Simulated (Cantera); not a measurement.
Input (Python, Cantera) and output of one run.

```python
import numpy as np
import cantera as ct

gas_names = [...]  # 136 gases of nasa_gas.yaml made of C, H, N, O
cond_names = """
    C(gr) C6H6(L) C7H8(L) C8H18(L),n-octa H2O(s) H2O(L)
""".split()


# ... load() reads the species with a 1 bar reference pressure and builds the phases ...
atoms = {
    'C2H2': {'C': 2, 'H': 2},
    'H2O': {'H': 2, 'O': 1},
    'N2': {'N': 2},
}
top_T = {'C(gr)': 4500}  # K; cautious upper limits of use, not melting points


# ... equilibrate(T, P, feed) seeds the gas with the atoms and calls Mixture.equilibrate('TP', solver="vcs", rtol=1e-11, max_steps=5000) ...
results = []
P = 5100000  # Pa
for T in [950, 1100, 1250, 1400, 1550, 1700, 1850, 2000, 2150, 2300, 2450, 2600]:
    for m in [0.52, 0.62, 0.74, 0.89, 1.1, 1.3, 1.5, 1.8, 2.2]:
        feed = {'C2H2': 1, 'H2O': m, 'N2': 25}  # mol
        mix = equilibrate(T, P, feed)
        results.append((T, P, feed, dict(zip(mix.species_names, mix.species_moles))))

for T, P, feed, n in results:
    print(f"{T:7g} {feed['H2O']:10.4g}  " + (" + ".join(c for c in cond_names if n.get(c, 0) > 1e-12) or "gas only"))
```

Output:

```
    950       0.52  C(gr)
    950       0.62  C(gr)
    950       0.74  C(gr)
    950       0.89  C(gr)
    950        1.1  C(gr)
    950        1.3  C(gr)
    950        1.5  C(gr)
    950        1.8  C(gr)
    950        2.2  C(gr)
   1100       0.52  C(gr)
   1100       0.62  C(gr)
   1100       0.74  C(gr)
   1100       0.89  C(gr)
   1100        1.1  C(gr)
   1100        1.3  C(gr)
   1100        1.5  C(gr)
   1100        1.8  C(gr)
   1100        2.2  C(gr)
   1250       0.52  C(gr)
   1250       0.62  C(gr)
   1250       0.74  C(gr)
   1250       0.89  C(gr)
   1250        1.1  C(gr)
   1250        1.3  C(gr)
   1250        1.5  C(gr)
   1250        1.8  C(gr)
   1250        2.2  gas only
   1400       0.52  C(gr)
   1400       0.62  C(gr)
   1400       0.74  C(gr)
   1400       0.89  C(gr)
   1400        1.1  C(gr)
   1400        1.3  C(gr)
   1400        1.5  C(gr)
   1400        1.8  C(gr)
   1400        2.2  gas only
   1550       0.52  C(gr)
   1550       0.62  C(gr)
   1550       0.74  C(gr)
   1550       0.89  C(gr)
   1550        1.1  C(gr)
   1550        1.3  C(gr)
   1550        1.5  C(gr)
   1550        1.8  C(gr)
   1550        2.2  gas only
   1700       0.52  C(gr)
   1700       0.62  C(gr)
   1700       0.74  C(gr)
   1700       0.89  C(gr)
   1700        1.1  C(gr)
   1700        1.3  C(gr)
   1700        1.5  C(gr)
   1700        1.8  C(gr)
   1700        2.2  gas only
   1850       0.52  C(gr)
   1850       0.62  C(gr)
   1850       0.74  C(gr)
   1850       0.89  C(gr)
   1850        1.1  C(gr)
   1850        1.3  C(gr)
   1850        1.5  C(gr)
   1850        1.8  C(gr)
   1850        2.2  gas only
   2000       0.52  C(gr)
   2000       0.62  C(gr)
   2000       0.74  C(gr)
   2000       0.89  C(gr)
   2000        1.1  C(gr)
   2000        1.3  C(gr)
   2000        1.5  C(gr)
   2000        1.8  C(gr)
   2000        2.2  gas only
   2150       0.52  C(gr)
   2150       0.62  C(gr)
   2150       0.74  C(gr)
   2150       0.89  C(gr)
   2150        1.1  C(gr)
   2150        1.3  C(gr)
   2150        1.5  C(gr)
   2150        1.8  gas only
   2150        2.2  gas only
   2300       0.52  C(gr)
   2300       0.62  C(gr)
   2300       0.74  C(gr)
   2300       0.89  C(gr)
   2300        1.1  C(gr)
   2300        1.3  C(gr)
   2300        1.5  C(gr)
   2300        1.8  gas only
   2300        2.2  gas only
   2450       0.52  C(gr)
   2450       0.62  C(gr)
   2450       0.74  C(gr)
   2450       0.89  C(gr)
   2450        1.1  C(gr)
   2450        1.3  C(gr)
   2450        1.5  gas only
   2450        1.8  gas only
   2450        2.2  gas only
   2600       0.52  C(gr)
   2600       0.62  C(gr)
   2600       0.74  C(gr)
   2600       0.89  C(gr)
   2600        1.1  C(gr)
   2600        1.3  gas only
   2600        1.5  gas only
   2600        1.8  gas only
   2600        2.2  gas only
```

Method: chemical equilibrium by Gibbs-energy minimisation in Cantera with the NASA 1993 tables (ideal gas, pure condensed phases). The ideal-gas law is rough above about 30 bar.
